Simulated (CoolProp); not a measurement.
Properties of fluorine along the isobar 5.5 bar (Tc = -128.7 °C, pc = 52.40 bar, ω = 0.045).

The numbers come from the reference Helmholtz-energy equation of state, de Reuck 1990 in CoolProp.

| T (°C) | phase | Z | Joule-Thomson coefficient (K/MPa) | expansivity (1/kK) | fugacity coefficient |
|---|---|---|---|---|---|
| -187.55 | liquid | 0.01959 | -0.2640 | 4.698 | 0.1925 |
| -164.45 | gas | 0.9100 | 14.38 | 12.29 | 0.9169 |
| -141.45 | gas | 0.9524 | 9.668 | 8.830 | 0.9544 |
| -118.45 | gas | 0.9717 | 6.957 | 7.074 | 0.9725 |
| -95.45 | gas | 0.9820 | 5.248 | 5.968 | 0.9824 |
| -72.45 | gas | 0.9881 | 4.106 | 5.190 | 0.9882 |
| -49.45 | gas | 0.9919 | 3.309 | 4.605 | 0.9920 |
| -26.35 | gas | 0.9944 | 2.729 | 4.143 | 0.9945 |
| -3.35 | gas | 0.9962 | 2.298 | 3.772 | 0.9962 |
